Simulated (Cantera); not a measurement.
Feed: 1 mol Si3N4, 0.24 mol H2O, 68 mol H2, equilibrated at 875 °C and 0.133 bar.

Cantera equilibrium calculation (NASA polynomials, part measured and part estimated; ideal gas, pure solids and liquids). Candidate condensed phases: H2O, Si, SiO2, Si2N2O, Si3N4; 35 gas species. Mutual solubility and eutectic melting of coexisting phases are not modelled. Kinetics and transport are ignored.

Base state: H2 0.999, N2 0.00117 (mole fractions); condensed: Si2N2O(s) + Si3N4(s).

### Question
What changes in the equilibrium state with this change: H2O from 0.24 to 1.3 mol?

### Answer
```csv
species,before,after
H2,0.999,0.994
N2,0.00117,0.00621
"Si2N2O(s), mol",0.240,1.30
"Si3N4(s), mol",0.840,0.133
```

### Question
What changes in the equilibrium state with this change: Si3N4 replaced by SiC?

### Answer
```json
[
 {"species": "H2", "before": "0.999", "after": "0.998"},
 {"species": "CH4", "before": "0", "after": "0.00170"},
 {"species": "CO", "before": "0", "after": "4.10e-5"},
 {"species": "N2", "before": "0.00117", "after": "0"},
 {"species": "Si2N2O(s), mol", "before": "0.240", "after": "0"},
 {"species": "Si3N4(s), mol", "before": "0.840", "after": "0"},
 {"species": "SiC(s), mol", "before": "0", "after": "0.881"},
 {"species": "SiO2(β-quartz), mol", "before": "0", "after": "0.119"}
]
```
The tables hold silica as quartz up to 1696 K and as liquid above; real silica turns to tridymite and cristobalite and melts near 1996 K. Further candidate phases: C, C6H6, C7H8, C8H18, SiC.
